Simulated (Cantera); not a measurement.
A closed system holds: 1 mol AlN, 0.53 mol C, 0.28 mol N2, held at 2348 K and 1.00 mbar.

Equilibrium computed with Cantera from the NASA thermochemical tables; the gas is ideal and each condensed phase is pure. Candidate condensed phases: Al, AlN, C; 16 gas species. Equilibrium is a limit: real reactors are often held back by kinetics, nucleation or transport.

Base state: Al 0.562, N2 0.438, CN 0.000562, C3 3.99e-5, Al2 2.05e-5, C 1.80e-5, C2N2 1.29e-5 (mole fractions); condensed: C(graphite).

**Question.** What changes in the equilibrium state with this change: AlN replaced by Si3N4?

**Answer.** 
| species | before | after |
|---|---|---|
| Si | 0 | 0.469 |
| N2 | 0.438 | 0.463 |
| Si2C | 0 | 0.0440 |
| Al | 0.562 | 0 |
| SiC2 | 0 | 0.0185 |
| Si2 | 0 | 0.00326 |
| SiN | 0 | 0.00130 |
| Si2N | 0 | 0.000424 |
| C(graphite), mol | 0.529 | 0 |
| SiC(s), mol | 0 | 0.130 |
The tables' values for SiN are old estimates; treat these amounts as uncertain. Further candidate phases: Si, SiC, Si3N4.
